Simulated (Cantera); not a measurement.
**Hydrocarbon pyrolysis for carbon deposition**

An isothermal, constant-pressure homogeneous reactor starts with C2H4 : H2 = 1 : 50 (molar parts), at 1150 K and 370 Pa.

Model: GRI-Mech 3.0 (53 species, 325 reactions), integrated in Cantera. GRI-Mech 3.0 was tuned for natural gas; its chemistry of ethylene as a main component is partial and can be far from experiment. GRI-Mech 3.0 stops at C3 and has no aromatics, soot or wall deposition, so with more carbon than oxygen in the feed, carbon stays in small species such as C2H2 where larger ones or solid carbon would form. Radical loss at walls, strong at low pressure, is not modelled.

```csv
t (s),x C2H4,x H2,x CH3,x C2H6,x CH4,x H,x CH2
0.000800,0.0196,0.980,<1e-12,<1e-12,<1e-12,<1e-12,<1e-12
0.00259,0.0196,0.980,<1e-12,<1e-12,<1e-12,3.86e-12,<1e-12
0.00837,0.0196,0.980,<1e-12,1.75e-12,<1e-12,1.39e-11,<1e-12
0.0270,0.0196,0.980,<1e-12,6.80e-12,<1e-12,4.66e-11,<1e-12
0.0875,0.0196,0.980,<1e-12,2.97e-11,<1e-12,1.52e-10,<1e-12
0.283,0.0196,0.980,<1e-12,1.73e-10,<1e-12,4.95e-10,<1e-12
0.915,0.0196,0.980,<1e-12,1.35e-9,1.91e-11,1.62e-9,<1e-12
2.96,0.0196,0.980,<1e-12,1.31e-8,5.62e-10,5.72e-9,<1e-12
9.56,0.0195,0.980,7.83e-12,1.91e-7,2.27e-8,3.81e-8,<1e-12
30.9,0.0189,0.980,1.12e-9,1.20e-5,5.58e-6,1.99e-6,<1e-12
100,0.0134,0.980,6.70e-9,1.24e-5,0.000103,2.83e-6,<1e-12
```
x: mole fraction; the columns are a selection and need not sum to one.

Equilibrium at this temperature and pressure: C2H4 0.000476, H2 0.966, CH3 6.78e-7, C2H6 4.82e-7, CH4 0.0289, H 1.21e-6, CH2 <1e-12 (gas phase only).
